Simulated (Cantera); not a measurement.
Feed: 1 mol BCl3, 1.1 mol O2, 0.37 mol H2, equilibrated at 33.0 Pa.

These are equilibrium values from Cantera (NASA tables, ideal gas, pure condensed phases), not measurements of a reactor. Candidate condensed phases: B, B2O3, B3O3H3, H2O; 33 gas species. The tables' values for BOCl are old estimates; treat these amounts as uncertain. Kinetics and transport are ignored.

### Question
At 1225 °C, list the 6 most abundant gas species with their mole fractions, and the condensed phases.

### Answer
Cl 0.581, HCl 0.191, O2 0.0973, B2O3 0.0631, Cl2 0.0335, HBO2 0.0183. Condensed: B2O3(l).
